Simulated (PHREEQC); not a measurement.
2.3 g of hydrous ferric oxide (600 m²/g; 0.2 weak and 0.005 strong sites per Fe, Dzombak-Morel constants, diffuse double layer) in 1 kg of water with 0.005 mol/kgw of an inert sodium salt, at 25 °C; the pH is set by adding NaOH or the inert anion's acid. Oxygen alone is held at its pressure in air (log pO2 = -0.68). CO2 from the air is kept out. No solid was allowed to form.

Computed with PHREEQC (ion-association model, wateq4f.dat).

Predict surface charge σ (C/m²), surface potential ψ (mV) at pH = 3, 3.5, 4, 6.5, 7.5.


| pH | surface charge σ (C/m²) | surface potential ψ (mV) |
|---|---|---|
| 3 | 0.314 | 209 |
| 3.5 | 0.257 | 203 |
| 4 | 0.194 | 191 |
| 6.5 | 0.023 | 88 |
| 7.5 | 0.006 | 34 |

Complexes and solids missing from the database can't appear. The oxide is taken as insoluble; below pH 4 it would dissolve.
